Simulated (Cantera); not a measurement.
A closed system holds: 1 mol Si3N4, 0.19 mol N2O, 90 mol N2, held at 0.623 Torr.

Method: chemical equilibrium by Gibbs-energy minimisation in Cantera with the NASA 1993 tables (ideal gas, pure condensed phases). Candidate condensed phases: Si, SiO2, Si2N2O, Si3N4; 16 gas species. Mutual solubility and eutectic melting of coexisting phases are not modelled. The numbers say what is thermodynamically allowed, not how fast it happens.

**Question.** Which condensed phases are stable at each of these points (T (K)): 1073, 1173, 1273, 1373, 1473, 1573, 1673, 1773, 1873, 1973, 2073?

**Answer.** 
```
T (K)      condensed phases  Si condensed (%)
-----  --------------------  ----------------
1073   Si2N2O(s) + Si3N4(s)             100.0
1173   Si2N2O(s) + Si3N4(s)             100.0
1273   Si2N2O(s) + Si3N4(s)             100.0
1373   Si2N2O(s) + Si3N4(s)             100.0
1473   Si2N2O(s) + Si3N4(s)              99.5
1573               Si3N4(s)              93.6
1673                  Si(s)              92.0
1773                  Si(l)              85.2
1873                  Si(l)              58.6
1973               gas only               0.0
2073               gas only               0.0
```

From 1073 K to 1473 K the condensed part is Si2N2O(s) + Si3N4(s). At 1573 K the condensed part is Si3N4(s). At 1673 K the condensed part is Si(s). From 1773 K to 1873 K the condensed part is Si(l). From 1973 K to 2073 K nothing is condensed.
